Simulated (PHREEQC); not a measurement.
# Brine: an equilibrium model

A solution holds 1.8 mol/kgw HCl, 0.21 mol/kgw Na2SO4 and 0.51 mol/kgw NaCl, at 40 °C. Closed to the air; pH follows from the charge balance.

Equilibrium calculation in PHREEQC: Pitzer model, pitzer.dat.

This is a speciation only: nothing precipitates in the calculation.

Q: Estimate the pH, ionic strength, density.

A: pH -0.49; ionic strength 2.58 mol/kgw; density 1.059 g/cm³.

Q: In which forms is S present?

A: HSO4- 85 %, SO4-2 15 % of the S.

In brines, pH and single-ion activities rest on the MacInnes convention. Constants without temperature data keep their 25 °C values here.
